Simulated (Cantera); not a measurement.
Feed: 1 mol HgO, 0.22 mol H₂, at 0.375 Torr.

Equilibrium computed with Cantera from the NASA thermochemical tables; the gas is ideal and each condensed phase is pure. Candidate condensed phases: H₂O, Hg, HgO; 10 gas species. The numbers say what is thermodynamically allowed, not how fast it happens. All values below are at 898 K.

Base state: Hg 0.621, O₂ 0.242, H₂O 0.137 (mole fractions); condensed: gas only.

Task: What changes in the equilibrium state with this change: 0.87 mol NH₃ added?

Result: 
| species | before | after |
|---|---|---|
| H₂O | 0.137 | 0.338 |
| Hg | 0.621 | 0.338 |
| H₂ | <1e-9 | 0.177 |
| O₂ | 0.242 | <1e-9 |
| N₂ | 0 | 0.147 |
